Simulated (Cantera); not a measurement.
A perfectly stirred reactor is fed with 1.61 % C2H6, 98.4 % N2, at 25.5 Torr; it is held at 1473 K, and followed from long to short residence time.

Model: GRI-Mech 3.0 (53 species, 325 reactions), integrated in Cantera. GRI-Mech 3.0 stops at C3 and has no aromatics, soot or wall deposition, so with more carbon than oxygen in the feed, carbon stays in small species such as C2H2 where larger ones or solid carbon would form. Radical loss at walls, strong at low pressure, is not modelled.

Problem. Predict: x(C2H6) at τ = 1.50 s; x(C2H4) at τ = 1.50 s; x(CH2) at τ = 1.50 s; x(C2H2) at τ = 1.50 s; x(HCN) at τ = 1.50 s; x(C2H6) at τ = 12.0 ms; x(C2H4) at τ = 12.0 ms; x(CH2) at τ = 12.0 ms; x(C2H2) at τ = 12.0 ms; x(HCN) at τ = 12.0 ms.

Solution. 
```json
{
  "x(C2H6) at τ = 1.50 s": "4.77e-5",
  "x(C2H4) at τ = 1.50 s": "0.000240",
  "x(CH2) at τ = 1.50 s": "2.37e-7",
  "x(C2H2) at τ = 1.50 s": "0.0142",
  "x(HCN) at τ = 1.50 s": "4.25e-6",
  "x(C2H6) at τ = 12.0 ms": "0.00324",
  "x(C2H4) at τ = 12.0 ms": "0.00578",
  "x(CH2) at τ = 12.0 ms": "2.20e-6",
  "x(C2H2) at τ = 12.0 ms": "0.00461",
  "x(HCN) at τ = 12.0 ms": "7.42e-7"
}
```
